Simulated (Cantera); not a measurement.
A perfectly stirred reactor is fed with 16.7 % C2H6, 83.3 % H2, at 100000 Pa; it is held at 1875 K, and followed from long to short residence time.

Computed with Cantera and GRI-Mech 3.0 (53 species, 325 reactions). GRI-Mech 3.0 stops at C3 and has no aromatics, soot or wall deposition, so with more carbon than oxygen in the feed, carbon stays in small species such as C2H2 where larger ones or solid carbon would form.

x: mole fraction; the columns are a selection and need not sum to one.

```json
[
 {"τ (s)": "3.9", "x C2H6": "1.44e-6", "x H2": "0.868", "x H": "0.000616", "x C2H4": "0.00147", "x C2H2": "0.120", "x CH2": "1.22e-7", "x CH3": "0.000145"},
 {"τ (s)": "1.2", "x C2H6": "(withheld)", "x H2": "0.867", "x H": "0.000618", "x C2H4": "0.00147", "x C2H2": "0.119", "x CH2": "(withheld)", "x CH3": "(withheld)"},
 {"τ (s)": "0.39", "x C2H6": "4.16e-6", "x H2": "0.865", "x H": "0.000622", "x C2H4": "0.00146", "x C2H2": "0.118", "x CH2": "1.81e-7", "x CH3": "0.000218"},
 {"τ (s)": "0.13", "x C2H6": "1.00e-5", "x H2": "0.860", "x H": "0.000630", "x C2H4": "0.00146", "x C2H2": "0.115", "x CH2": "2.65e-7", "x CH3": "0.000320"},
 {"τ (s)": "0.040", "x C2H6": "2.89e-5", "x H2": "0.853", "x H": "0.000650", "x C2H4": "0.00152", "x C2H2": "0.111", "x CH2": "4.29e-7", "x CH3": "0.000518"},
 {"τ (s)": "0.013", "x C2H6": "(withheld)", "x H2": "0.842", "x H": "0.000691", "x C2H4": "(withheld)", "x C2H2": "0.104", "x CH2": "(withheld)", "x CH3": "(withheld)"},
 {"τ (s)": "0.0040", "x C2H6": "0.000232", "x H2": "0.829", "x H": "0.000781", "x C2H4": "0.00246", "x C2H2": "0.0956", "x CH2": "1.21e-6", "x CH3": "0.00133"},
 {"τ (s)": "0.0013", "x C2H6": "0.000604", "x H2": "0.817", "x H": "0.000941", "x C2H4": "0.00414", "x C2H2": "0.0869", "x CH2": "2.09e-6", "x CH3": "0.00205"},
 {"τ (s)": "0.00041", "x C2H6": "0.00156", "x H2": "0.806", "x H": "0.00120", "x C2H4": "0.00780", "x C2H2": "0.0767", "x CH2": "3.74e-6", "x CH3": "0.00317"}
]
```

**Question.** What belongs in the gaps?

**Answer.** 
- 1.2, x C2H6: 2.13e-6
- 1.2, x CH2: 1.40e-7
- 1.2, x CH3: 0.000167
- 0.013, x C2H6: 8.10e-5
- 0.013, x C2H4: 0.00174
- 0.013, x CH2: 7.02e-7
- 0.013, x CH3: 0.000829
